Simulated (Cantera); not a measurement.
A perfectly stirred reactor is fed with 4.71 % CH4, 0.240 % C2H6, 0.259 % C3H8, 19.9 % O2, 74.9 % N2, at 290000 Pa; it is adiabatic with a 750 K inlet, and is followed from long to short residence time, starting on the burning branch (τ in s: 0.29, 0.13, 0.062, 0.028, 0.013, 0.006, 0.0028, 0.0013, 0.00058, 0.00027, 0.00012, 5.6e-05, 2.6e-05).

Detailed kinetics in Cantera: GRI-Mech 3.0 (53 species, 325 reactions).

One state of this run: T (K) = 1772; x CH4 = 0.000797; x C2H6 = 1.05e-5; x C3H8 = 1.03e-5; x CO = 0.0186; x O = 0.00263; x NO = 6.29e-6; x CH2O = 0.000117. x: mole fraction; the columns are a selection and need not sum to one.

Problem. Which value of τ (s) does it belong to?
A) 0.00027
B) 5.6e-5
C) 0.00012
D) 0.013

Solution. B, 5.6e-5
